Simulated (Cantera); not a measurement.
Charge: 1 mol B2O3, 11 mol H2, at 1400 K and 5800 Pa.

Equilibrium computed with Cantera from the NASA thermochemical tables; the gas is ideal and each condensed phase is pure. Candidate condensed phases: B, B2O3, B3O3H3, H2O; 23 gas species. Rates play no part.

Base state: H2 0.998, HBO 0.000822, HBO2 0.000514, H2O 0.000175, B2O3 4.14e-5, H 2.02e-5 (mole fractions); condensed: B2O3(l).

Task: What changes in the equilibrium state with this change: pressure from 5800 Pa to 2800 Pa?

Result: 
```json
[
 {"species": "H2", "before": "0.998", "after": "0.998"},
 {"species": "HBO", "before": "0.000822", "after": "0.00112"},
 {"species": "HBO2", "before": "0.000514", "after": "0.000778"},
 {"species": "B2O3", "before": "4.14e-5", "after": "8.58e-5"},
 {"species": "B2O2", "before": "6.74e-6", "after": "1.26e-5"},
 {"species": "H", "before": "2.02e-5", "after": "2.90e-5"},
 {"species": "H2O", "before": "0.000175", "after": "0.000194"},
 {"species": "B2O3(l), mol", "before": "0.992", "after": "0.988"}
]
```
